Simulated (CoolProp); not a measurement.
Vapour-liquid equilibrium of propane (1) + R227EA (2) at 8.28 bar; x and y are mole fractions of (1).

Values from CoolProp's multi-fluid Helmholtz-energy mixture model, Lemmon 2009 and Lemmon 2016; pair parameters Bell 2016.

Give the bubble temperature and the first vapour's composition at x = 0.5, 0.725, 0.95. Is there an azeotrope?

x = 0.5: 292.7 K, y = 0.666; x = 0.725: 290.6 K, y = 0.761; x = 0.95: 291.6 K, y = 0.929. y crosses x between x = 0.8 and 0.875: the model has an azeotrope there.

The pair parameters rest on a limited set of measurements; away from them the model extrapolates.
